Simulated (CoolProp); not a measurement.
Vapour-liquid equilibrium of R22 (1) + ethanol (2) at 42.8 kPa; x and y are mole fractions of (1).

Model: multi-fluid Helmholtz-energy mixture model, Kamei 1995 and Schroeder 2014; pair parameters Bell 2016, in CoolProp.

Task: Give the bubble temperature and the first vapour's composition at x = 0.25, 0.45, 0.85. Is there an azeotrope?

Result: x = 0.25: 230.9 K, y = 0.999; x = 0.45: 221.8 K, y = 1.000; x = 0.85: 217.5 K, y = 1.000. No azeotrope shows between x = 0.05 and 0.95.

Pair parameters are fitted to limited data, so mixtures are less certain than the pure fluids. With so large a gap from Raoult's law the liquid may split in two, which this calculation doesn't test in full.
